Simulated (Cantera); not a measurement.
What does this Cantera script print?

```python
import numpy as np
import cantera as ct

gas = ct.Solution("gri30.yaml")
gas.TPX = 1573, 1700000, {'CH4': 1, 'H2O': 1}
reactor = ct.IdealGasConstPressureReactor(gas, energy="off", clone=False)
net = ct.ReactorNet([reactor])
net.rtol, net.atol = 1e-08, 1e-18
show = ['CH4', 'H2O', 'OH', 'C2H4', 'CH2O', 'H2', 'CO']
times = np.geomspace(0.0009, 8, 14)

steps = ct.SolutionArray(gas, extra=["t"])
rows = []
print(f"{'t/s':>10s}{'T/K':>9s}{'P/Pa':>11s}" + "".join(f"{s:>11s}" for s in show))
for t in times:
    while net.time < t:
        t_next = net.step()
        steps.append(gas.state, t=t_next)
    rows.append([np.interp(t, steps.t, y) for y in (steps.T, steps.P, *steps(*show).X.T)])
    print(f"{t:10.3e}{rows[-1][0]:9.1f}{rows[-1][1]:11.4g}" + "".join(f"{x:11.3e}" for x in rows[-1][2:]))
rate = np.gradient(steps.T, steps.t)
print("integrator steps:", len(steps.t))
if steps.T.max() > steps.T[0] + 200:
    print(f"time of steepest temperature rise: {steps.t[rate.argmax()]:.4e} s")
gas.TPX = 1573, 1700000, {'CH4': 1, 'H2O': 1}
gas.equilibrate("TP")
print(f"equilibrium (TP): T = {gas.T:.1f} K  " + "  ".join(f"{s} {gas[s].X[0]:.3e}" for s in show))
```

Result:

```
       t/s      T/K       P/Pa        CH4        H2O         OH       C2H4       CH2O         H2         CO
 9.000e-04   1573.0    1.7e+06  4.769e-01  4.958e-01  3.402e-07  5.531e-03  9.658e-06  1.759e-02  7.240e-05
 1.811e-03   1573.0    1.7e+06  4.529e-01  4.889e-01  3.243e-07  1.031e-02  9.055e-06  3.988e-02  2.084e-04
 3.646e-03   1573.0    1.7e+06  4.122e-01  4.756e-01  2.975e-07  1.351e-02  7.144e-06  7.990e-02  4.960e-04
 7.337e-03   1573.0    1.7e+06  3.544e-01  4.561e-01  2.744e-07  1.687e-02  5.336e-06  1.373e-01  1.166e-03
 1.477e-02   1573.0    1.7e+06  2.877e-01  4.340e-01  2.679e-07  2.522e-02  3.972e-06  2.021e-01  2.707e-03
 2.972e-02   1573.0    1.7e+06  2.372e-01  4.138e-01  2.773e-07  3.349e-02  3.187e-06  2.532e-01  6.044e-03
 5.981e-02   1573.0    1.7e+06  2.252e-01  3.966e-01  2.707e-07  3.436e-02  2.794e-06  2.754e-01  1.227e-02
 1.204e-01   1573.0    1.7e+06  2.276e-01  3.726e-01  2.465e-07  3.114e-02  2.398e-06  2.935e-01  2.237e-02
 2.423e-01   1573.0    1.7e+06  2.288e-01  3.376e-01  2.131e-07  2.611e-02  1.924e-06  3.214e-01  3.839e-02
 4.876e-01   1573.0    1.7e+06  2.240e-01  2.939e-01  1.749e-07  1.981e-02  1.466e-06  3.605e-01  6.126e-02
 9.813e-01   1573.0    1.7e+06  2.093e-01  2.461e-01  1.374e-07  1.340e-02  1.117e-06  4.094e-01  8.912e-02
 1.975e+00   1573.0    1.7e+06  1.847e-01  1.988e-01  1.042e-07  8.118e-03  9.134e-07  4.645e-01  1.186e-01
 3.975e+00   1573.0    1.7e+06  1.536e-01  1.550e-01  7.678e-08  4.464e-03  8.448e-07  5.211e-01  1.469e-01
 8.000e+00   1573.0    1.7e+06  1.203e-01  1.162e-01  5.485e-08  2.252e-03  8.732e-07  5.750e-01  1.724e-01
integrator steps: 1641
equilibrium (TP): T = 1573.0 K  CH4 7.708e-03  H2O 6.932e-03  OH 2.889e-09  C2H4 5.620e-06  CH2O 1.332e-06  H2 7.392e-01  CO 2.453e-01
```

Model: GRI-Mech 3.0 (53 species, 325 reactions), integrated in Cantera. The pressure lies above the range GRI-Mech 3.0 was tuned for (to about 10 atm).
